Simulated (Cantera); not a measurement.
Charge: 1 mol Si, 0.054 mol N2O, 2 mol H2, 3.9 mol CO2, held at 0.713 Torr.

Equilibrium computed with Cantera from the NASA thermochemical tables; the gas is ideal and each condensed phase is pure. Candidate condensed phases: C, C6H6, C7H8, C8H18, H2O, Si, SiC, SiO2, Si2N2O, Si3N4; 151 gas species. The tables hold silica as quartz up to 1696 K and as liquid above; real silica turns to tridymite and cristobalite and melts near 1996 K. The numbers say what is thermodynamically allowed, not how fast it happens.

Which condensed phases are stable at each of these points (T (°C)): 950, 1100, 1250, 1400, 1550, 1700, 1850, 2000?


```json
[
 {"T (°C)": "950", "condensed phases": "SiO2(β-quartz)", "Si condensed (%)": "100.0"},
 {"T (°C)": "1100", "condensed phases": "SiO2(β-quartz)", "Si condensed (%)": "100.0"},
 {"T (°C)": "1250", "condensed phases": "SiO2(β-quartz)", "Si condensed (%)": "100.0"},
 {"T (°C)": "1400", "condensed phases": "SiO2(β-quartz)", "Si condensed (%)": "99.9"},
 {"T (°C)": "1550", "condensed phases": "SiO2(condensed)", "Si condensed (%)": "98.2"},
 {"T (°C)": "1700", "condensed phases": "SiO2(condensed)", "Si condensed (%)": "79.4"},
 {"T (°C)": "1850", "condensed phases": "gas only", "Si condensed (%)": "0.0"},
 {"T (°C)": "2000", "condensed phases": "gas only", "Si condensed (%)": "0.0"}
]
```

From 950 °C to 1400 °C the condensed part is SiO2(β-quartz). From 1550 °C to 1700 °C the condensed part is SiO2(condensed). From 1850 °C to 2000 °C nothing is condensed.
